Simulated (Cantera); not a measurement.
An isothermal, constant-pressure homogeneous reactor starts with CH4 : H2O = 1 : 0.88 (molar parts), at 1450 K and 6.60 bar.

Cantera simulation using GRI-Mech 3.0 (53 species, 325 reactions); the numbers are that mechanism's predictions, not measurements.

Task: Predict: x(CH4) at 60.0 s; x(H2O) at 60.0 s; x(OH) at 60.0 s; x(C2H6) at 60.0 s.

Result: 
```json
{
 "x(CH4) at 60.0 s": "0.202 (gas-phase equilibrium 0.0339)",
 "x(H2O) at 60.0 s": "0.159 (gas-phase equilibrium 0.000945)",
 "x(OH) at 60.0 s": "2.03e-8 (gas-phase equilibrium 9.87e-11)",
 "x(C2H6) at 60.0 s": "0.000233 (gas-phase equilibrium 4.39e-6)"
}
```
